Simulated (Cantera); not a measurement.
Reactions in the system C-N-O-Ta

Standard-state values (1 bar) from the NASA 1993 polynomials, evaluated with Cantera. Values are per mole of reaction as written; species without (g) are pure solids or liquids, kept so even where they would boil at 1 bar. TaC: taken at fixed stoichiometry.

Ta + 2 N2(g) + CO2(g) → TaC + 2 N2O(g)

| T (K) | ΔH° (kJ) | ΔS° (J/K) | ΔG° (kJ) | log10 K |
|---|---|---|---|---|
| 1598 | 427.4 | -141.5 | 653.5 | -21.36 |
| 1648 | 428.3 | -141.0 | 660.6 | -20.94 |
| 1698 | 429.1 | -140.5 | 667.6 | -20.54 |
| 1748 | 430.0 | -140.0 | 674.6 | -20.16 |
| 1798 | 430.8 | -139.5 | 681.6 | -19.80 |

3 N2O(g) + CO(g) + TaO2(g) → TaC + 6 NO(g)

| T (K) | ΔH° (kJ) | ΔS° (J/K) | ΔG° (kJ) | log10 K |
|---|---|---|---|---|
| 1598 | 475.3 | 180.8 | 186.4 | -6.09 |
| 1648 | 475.4 | 180.8 | 177.3 | -5.62 |
| 1698 | 475.4 | 180.9 | 168.3 | -5.18 |
| 1748 | 475.4 | 180.9 | 159.2 | -4.76 |
| 1798 | 475.5 | 180.9 | 150.2 | -4.36 |
